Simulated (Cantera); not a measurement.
Ammonia decomposition in nitride growth gas

An isothermal, constant-pressure homogeneous reactor starts with NH3 : N2 = 1.4 : 1.7 (molar parts), at 2050 K and 1.01 bar.

Model: the gas-phase N/H chemistry of the illustrative SiF4/NH3 mechanism in the Surface Chemkin manual (1991), integrated in Cantera. Walls and surfaces, which speed up NH3 decomposition in real reactors, are not modelled.

```csv
t (s),x NH3,x H,x NH2,x N2H4,x N2,x H2,x N
3.00e-6,0.452,7.14e-7,4.87e-5,7.21e-10,0.548,2.40e-5,5.08e-12
1.33e-5,0.451,7.47e-7,0.000217,1.48e-8,0.548,0.000110,6.14e-10
5.91e-5,0.450,1.53e-6,0.000835,2.20e-7,0.548,0.000636,1.22e-8
0.000262,0.445,6.71e-6,0.00122,4.73e-7,0.548,0.00537,7.14e-8
0.00116,0.424,2.52e-5,0.00109,3.72e-7,0.547,0.0274,2.95e-7
0.00516,0.345,9.12e-5,0.000841,2.23e-7,0.545,0.109,7.71e-7
0.0229,0.157,0.000306,0.000465,6.83e-8,0.538,0.304,1.09e-6
0.102,0.0122,0.000954,7.57e-5,1.81e-9,0.533,0.453,9.14e-7
0.451,0.000364,0.00154,3.57e-6,4.01e-12,0.533,0.465,1.09e-7
2.00,5.85e-5,0.00155,5.76e-7,<1e-12,0.533,0.465,1.78e-8
```
x: mole fraction; the columns are a selection and need not sum to one.

Equilibrium at this temperature and pressure: NH3 4.34e-6, H 0.00155, NH2 4.27e-8, N2H4 <1e-12, N2 0.533, H2 0.466, N 1.32e-9 (gas phase only).
